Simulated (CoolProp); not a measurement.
Ammonia along the isobar 12000 kPa: fugacity coefficient from the reference equation and from simpler models built on Tc = 405.6 K, pc = 11360 kPa, ω = 0.256; each cubic takes its own stable root.

Computed with CoolProp (reference Helmholtz-energy equation of state, Gao 2020).

| T (K) | phase | reference | van der Waals | Redlich-Kwong | Soave-Redlich-Kwong | Peng-Robinson |
|---|---|---|---|---|---|---|
| 344.8 | liquid | 0.2518 | 0.4231 | 0.3184 | 0.2722 | 0.2621 |
| 364.3 | liquid | 0.3542 | 0.5034 | 0.4190 | 0.3815 | 0.3672 |
| 383.9 | liquid | 0.4727 | 0.5846 | 0.5259 | 0.5044 | 0.4858 |
| 403.5 | liquid | 0.5989 | 0.6620 | 0.6297 | 0.6278 | 0.6053 |
| 423.1 | supercritical | 0.6816 | 0.7153 | 0.6952 | 0.7028 | 0.6784 |
| 442.7 | supercritical | 0.7320 | 0.7493 | 0.7365 | 0.7498 | 0.7249 |
| 462.3 | supercritical | 0.7716 | 0.7770 | 0.7697 | 0.7875 | 0.7626 |
| 481.9 | supercritical | 0.8039 | 0.8003 | 0.7974 | 0.8190 | 0.7942 |
